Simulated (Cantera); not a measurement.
An isothermal, constant-pressure homogeneous reactor starts with C₂H₆ : N₂ = 1 : 92 (molar parts), at 1775 K and 900 Pa. Integrator tolerance rtol = 1e-08.

Computed with Cantera and GRI-Mech 3.0 (53 species, 325 reactions). GRI-Mech 3.0 stops at C3 and has no aromatics, soot or wall deposition, so with more carbon than oxygen in the feed, carbon stays in small species such as C2H2 where larger ones or solid carbon would form. Radical loss at walls, strong at low pressure, is not modelled.

Task: What does this change do: temperature 1775 to 1350 K?

Result: 
```
quantity                                              before                                      after
-----------------  -----------------------------------------  -----------------------------------------
x(C₂H₆) at 70.0 s      <1e-12 (gas-phase equilibrium <1e-12)   1.38e-7 (gas-phase equilibrium 2.90e-12)
x(HCN) at 70.0 s     0.000139 (gas-phase equilibrium 0.0190)     5.59e-7 (gas-phase equilibrium 0.0175)
x(CH₄) at 70.0 s     4.89e-8 (gas-phase equilibrium 6.03e-8)    0.00223 (gas-phase equilibrium 5.89e-6)
x(H) at 70.0 s     0.000440 (gas-phase equilibrium 0.000443)    2.06e-6 (gas-phase equilibrium 3.67e-6)
x(H₂) at 70.0 s        0.0208 (gas-phase equilibrium 0.0208)      0.0177 (gas-phase equilibrium 0.0210)
x(C₂H) at 70.0 s     1.74e-6 (gas-phase equilibrium 1.71e-7)  7.33e-10 (gas-phase equilibrium 2.05e-10)
```
